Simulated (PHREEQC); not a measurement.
Na2CO3 is added in steps, without added water, to 1 kg of water holding 0.056 mol/kgw HBr and 0.0034 mol/kgw CuSO4, at 24 °C. Oxygen is held at 0.21 atm. The system is closed to CO2. Solids allowed: Cu(OH)2, Malachite, Brochantite, Antlerite, Mirabilite, Chalcanthite, Nahcolite, Natron. Others were left out.

Base run: PHREEQC, ion-association model, wateq4f.dat. Each further column changes one thing. The table gives pH.

```
Na2CO3 added (mol)  base  diluted 100-fold with water  CuSO4 from 0.0034 to 0.0051 mol/kgw  no solid may form
------------------  ----  ---------------------------  -----------------------------------  -----------------
0                   1.34                         3.27                                 1.35               1.34
0.0035              1.40                          ___                                 1.41               1.40
0.005833            1.45                          ___                                 1.46               1.45
0.009333            1.52                        10.84                                 1.54               1.52
0.01283             1.62                        10.91                                 1.63               1.62
0.01517             1.69                        10.95                                 1.71               1.69
0.01867             1.83                        10.99                                 1.85               1.83
0.02217             2.04                        11.02                                 2.06               2.04
0.0245              2.27                          ___                                 2.29               2.27
0.028               3.85                        11.06                                 3.83               3.85
```

Problem. Fill in the missing entries.

Solution. 
- 0.0035, diluted 100-fold with water: 10.57
- 0.005833, diluted 100-fold with water: 10.73
- 0.0245, diluted 100-fold with water: 11.04

 The database's constant for dissolved Cu(OH)2 is higher than later reviews accept.
